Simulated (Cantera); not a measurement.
An isothermal, constant-pressure homogeneous reactor starts with H2 : O2 : N2 = 1.5 : 1 : 7.5 (molar parts), equivalence ratio 0.75, at 848 K and 0.180 bar. Integrator tolerance rtol = 1e-08.

Cantera simulation using the H2/O2 subset of GRI-Mech 3.0, which has no nitrogen chemistry; the numbers are that mechanism's predictions, not measurements. Below about 950 K walls govern HO2 and H2O2 in real vessels. The temperature is held fixed by assumption; the heat of reaction is taken as removed at once.

What does this change do: pressure from 0.180 bar to 1.00 bar?


```
quantity                                            before                                     after
----------------  ----------------------------------------  ----------------------------------------
x(H2) at 100 s     0.000236 (gas-phase equilibrium <1e-12)    0.00196 (gas-phase equilibrium <1e-12)
x(O2) at 100 s       0.0271 (gas-phase equilibrium 0.0270)     0.0280 (gas-phase equilibrium 0.0270)
x(OH) at 100 s     2.08e-8 (gas-phase equilibrium 4.08e-9)   4.56e-9 (gas-phase equilibrium 2.65e-9)
x(H2O2) at 100 s  3.29e-6 (gas-phase equilibrium 3.23e-12)  1.33e-5 (gas-phase equilibrium 7.61e-12)
x(HO2) at 100 s   1.18e-6 (gas-phase equilibrium 9.45e-12)  2.09e-6 (gas-phase equilibrium 1.45e-11)
x(O) at 100 s       5.99e-9 (gas-phase equilibrium <1e-12)    1.18e-9 (gas-phase equilibrium <1e-12)
```
